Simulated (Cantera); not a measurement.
A perfectly stirred reactor is fed with H2 : O2 : N2 : NO = 1 : 1.06 : 6.2 : 0.0061 (molar parts), at 9.87 atm; it is adiabatic with a 575 K inlet, and is followed from long to short residence time, starting on the burning branch (τ in s: 0.037, 0.017, 0.008, 0.0037, 0.0017, 0.00082, 0.00038, 0.00018, 8.3e-05).

Cantera simulation using GRI-Mech 3.0 (53 species, 325 reactions); the numbers are that mechanism's predictions, not measurements. The hydrogen kinetics of GRI-Mech 3.0 are dated; newer H2 mechanisms differ, most at raised pressure.

x: mole fraction; the columns are a selection and need not sum to one.

| τ (s) | T (K) | x H2 | x O2 | x NO | x O | x OH | x N2O |
|---|---|---|---|---|---|---|---|
| 0.037 | 1499 | 0.000106 | 0.0721 | 0.000739 | 4.32e-6 | 0.000113 | 1.40e-6 |
| 0.017 | 1499 | (withheld) | 0.0721 | 0.000732 | (withheld) | (withheld) | (withheld) |
| 0.0080 | 1498 | 0.000330 | 0.0722 | 0.000727 | 1.19e-5 | 0.000164 | 2.47e-6 |
| 0.0037 | 1496 | (withheld) | 0.0723 | 0.000725 | (withheld) | (withheld) | (withheld) |
| 0.0017 | 1492 | 0.00106 | 0.0725 | 0.000726 | 3.52e-5 | 0.000232 | 3.27e-6 |
| 0.00082 | 1486 | 0.00184 | 0.0728 | 0.000728 | 5.82e-5 | 0.000270 | 3.54e-6 |
| 0.00038 | 1475 | 0.00331 | 0.0734 | 0.000732 | 9.57e-5 | 0.000313 | 3.79e-6 |
| 0.00018 | 1455 | 0.00604 | 0.0746 | 0.000735 | 0.000144 | 0.000349 | 4.05e-6 |
| 8.3e-5 | 575 | 0.121 | 0.128 | 0.000738 | <1e-12 | <1e-12 | <1e-12 |

Question: Fill in the missing entries.

Answer: 
- 0.017, x H2: 0.000188
- 0.017, x O: 7.12e-6
- 0.017, x OH: 0.000136
- 0.017, x N2O: 1.94e-6
- 0.0037, x H2: 0.000589
- 0.0037, x O: 2.03e-5
- 0.0037, x OH: 0.000196
- 0.0037, x N2O: 2.92e-6
